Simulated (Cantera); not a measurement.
An isothermal, constant-pressure homogeneous reactor starts with 71.4 % N2O, 28.6 % H2O, at 1100 K and 45000 Pa.

Computed with Cantera and GRI-Mech 3.0 (53 species, 325 reactions). GRI-Mech 3.0 was tuned for natural gas; its chemistry of N2O as a main component is partial and can be far from experiment. The mechanism lacks the step 2 NO + O2 → 2 NO2, which can matter for NO2 below about 1400 K. The temperature is held fixed by assumption; the heat of reaction is taken as removed at once.

x: mole fraction; the columns are a selection and need not sum to one.

```json
[
 {"t (s)": "0.000900", "x N2O": "0.714", "x H2O": "0.286", "x H2O2": "1.25e-8", "x NO": "2.64e-6", "x OH": "8.37e-6", "x NO2": "1.26e-8"},
 {"t (s)": "0.00268", "x N2O": "0.714", "x H2O": "0.286", "x H2O2": "1.31e-7", "x NO": "7.78e-6", "x OH": "1.25e-5", "x NO2": "3.78e-7"},
 {"t (s)": "0.00800", "x N2O": "0.714", "x H2O": "0.286", "x H2O2": "1.78e-7", "x NO": "2.10e-5", "x OH": "1.33e-5", "x NO2": "3.65e-6"},
 {"t (s)": "0.0239", "x N2O": "0.712", "x H2O": "0.286", "x H2O2": "1.60e-7", "x NO": "5.35e-5", "x OH": "1.41e-5", "x NO2": "2.06e-5"},
 {"t (s)": "0.0711", "x N2O": "0.709", "x H2O": "0.285", "x H2O2": "1.43e-7", "x NO": "0.000141", "x OH": "1.49e-5", "x NO2": "7.76e-5"},
 {"t (s)": "0.212", "x N2O": "0.698", "x H2O": "0.284", "x H2O2": "?", "x NO": "?", "x OH": "1.60e-5", "x NO2": "?"},
 {"t (s)": "0.633", "x N2O": "0.668", "x H2O": "0.281", "x H2O2": "1.10e-7", "x NO": "0.00132", "x OH": "1.77e-5", "x NO2": "0.000413"},
 {"t (s)": "1.89", "x N2O": "?", "x H2O": "0.273", "x H2O2": "1.06e-7", "x NO": "?", "x OH": "1.89e-5", "x NO2": "0.000599"},
 {"t (s)": "5.62", "x N2O": "0.420", "x H2O": "0.255", "x H2O2": "9.46e-8", "x NO": "0.00891", "x OH": "1.82e-5", "x NO2": "0.000632"},
 {"t (s)": "16.8", "x N2O": "0.187", "x H2O": "0.230", "x H2O2": "6.48e-8", "x NO": "0.0151", "x OH": "1.48e-5", "x NO2": "0.000485"},
 {"t (s)": "50.0", "x N2O": "0.0331", "x H2O": "0.214", "x H2O2": "2.27e-8", "x NO": "0.0176", "x OH": "8.27e-6", "x NO2": "0.000313"}
]
```

Q: Complete the blanks.

A: 
- 0.212, x H2O2: 1.24e-7
- 0.212, x NO: 0.000421
- 0.212, x NO2: 0.000208
- 1.89, x N2O: 0.588
- 1.89, x NO: 0.00379
